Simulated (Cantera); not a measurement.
# Formation from one mole of O₂

Source: NASA polynomial tables (part measured, part estimated), evaluated in Cantera. Values are per mole of reaction as written; species without (g) are pure solids or liquids, kept so even where they would boil at 1 bar.

Zr + O₂(g) = ZrO₂

```
T (K)  ΔH° (kJ)  ΔS° (J/K)  ΔG° (kJ)  log10 K         condensed phases
-----  --------  ---------  --------  -------  -----------------------
1798    -1080.7     -176.2    -763.9    22.19  Zr(β), ZrO₂(tetragonal)
1898    -1080.3     -176.0    -746.3    20.54  Zr(β), ZrO₂(tetragonal)
1998    -1080.0     -175.8    -728.7    19.05  Zr(β), ZrO₂(tetragonal)
2098    -1079.8     -175.7    -711.1    17.70  Zr(β), ZrO₂(tetragonal)
2198    -1101.2     -185.8    -692.8    16.46  Zr(l), ZrO₂(tetragonal)
2298    -1101.7     -186.0    -674.2    15.33  Zr(l), ZrO₂(tetragonal)
2398    -1102.3     -186.3    -655.6    14.28  Zr(l), ZrO₂(tetragonal)
2498    -1103.0     -186.5    -637.0    13.32  Zr(l), ZrO₂(tetragonal)
2598    -1103.6     -186.8    -618.3    12.43  Zr(l), ZrO₂(tetragonal)
```

4 Al + O₂(g) = 2 Al₂O(g)

| T (K) | ΔH° (kJ) | ΔS° (J/K) | ΔG° (kJ) | log10 K |
|---|---|---|---|---|
| 1798 | -387.7 | 81.3 | -533.9 | 15.51 |
| 1898 | -391.8 | 79.1 | -541.9 | 14.91 |
| 1998 | -395.9 | 77.0 | -549.7 | 14.37 |
| 2098 | -400.0 | 75.0 | -557.3 | 13.88 |
| 2198 | -404.1 | 73.1 | -564.7 | 13.42 |
| 2298 | -408.2 | 71.2 | -571.9 | 13.00 |
| 2398 | -412.4 | 69.5 | -579.0 | 12.61 |
| 2498 | -416.5 | 67.8 | -585.8 | 12.25 |
| 2598 | -420.7 | 66.1 | -592.5 | 11.91 |

2 Pb + O₂(g) = 2 PbO(g)

| T (K) | ΔH° (kJ) | ΔS° (J/K) | ΔG° (kJ) | log10 K |
|---|---|---|---|---|
| 1798 | 102.4 | 95.2 | -68.8 | 2.00 |
| 1898 | 100.5 | 94.2 | -78.3 | 2.15 |
| 1998 | 98.6 | 93.2 | -87.7 | 2.29 |
| 2098 | 96.7 | 92.3 | -97.0 | 2.41 |
| 2198 | 94.7 | 91.4 | -106.1 | 2.52 |
| 2298 | 92.7 | 90.5 | -115.2 | 2.62 |
| 2398 | 90.6 | 89.6 | -124.2 | 2.71 |
| 2498 | 88.4 | 88.7 | -133.1 | 2.78 |
| 2598 | 86.3 | 87.8 | -142.0 | 2.85 |

V + O₂(g) = VO₂(g)

| T (K) | ΔH° (kJ) | ΔS° (J/K) | ΔG° (kJ) | log10 K | condensed phases |
|---|---|---|---|---|---|
| 1798 | -249.0 | 13.5 | -273.4 | 7.94 | V(s) |
| 1898 | -250.9 | 12.5 | -274.7 | 7.56 | V(s) |
| 1998 | -252.9 | 11.5 | -275.9 | 7.21 | V(s) |
| 2098 | -255.1 | 10.4 | -277.0 | 6.90 | V(s) |
| 2198 | -280.4 | -1.1 | -277.9 | 6.60 | V(l) |
| 2298 | -283.1 | -2.3 | -277.7 | 6.31 | V(l) |
| 2398 | -285.8 | -3.5 | -277.4 | 6.04 | V(l) |
| 2498 | -288.5 | -4.6 | -277.0 | 5.79 | V(l) |
| 2598 | -291.3 | -5.7 | -276.5 | 5.56 | V(l) |
